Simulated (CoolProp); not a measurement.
Model: reference Helmholtz-energy equation of state, Guder 2009, in CoolProp.

Task: Give the vapour pressure (bar), vapour density (kg/m³), enthalpy of vaporisation (kJ/kg), liquid cp (kJ/(kg K)) of saturated sulfur hexafluoride at 241.7, 255 K.

Result: 
| T (K) | p (bar) | vapour density (kg/m³) | enthalpy of vaporisation (kJ/kg) | liquid cp (kJ/(kg K)) |
|---|---|---|---|---|
| 241.7 | 4.68 | 38.4 | 102 | 0.896 |
| 255 | 7.31 | 59.8 | 95.5 | 0.946 |
